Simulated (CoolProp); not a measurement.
Saturation properties of fluorine (Tc = 144.4 K, pc = 5240 kPa, ω = 0.045).

Model: reference Helmholtz-energy equation of state, de Reuck 1990, in CoolProp.

```
T (K)  p (kPa)  vapour density (kg/m³)  enthalpy of vaporisation (kJ/kg)  liquid cp (kJ/(kg K))
-----  -------  ----------------------  --------------------------------  ---------------------
97.7     353.3                   17.97                             161.1                  1.570
100      427.5                   21.49                             158.4                  1.585
102.2    508.7                   25.33                             155.6                  1.602
104.5    605.2                   29.89                             152.6                  1.621
106.7    709.3                   34.80                             149.6                  1.642
109      831.5                   40.59                             146.3                  1.667
111.3    968.3                   47.12                             142.8                  1.696
113.5     1114                   54.13                             139.3                  1.727
115.8     1282                   62.36                             135.4                  1.766
118.1     1467                   71.63                             131.3                  1.812
120.3     1662                   81.59                             127.1                  1.865
122.6     1884                   93.35                             122.4                  1.933
124.9     2128                   106.7                             117.3                  2.017
127.1     2381                   121.2                             112.1                  2.120
```

It boils at 85.0 K under 1 atm.
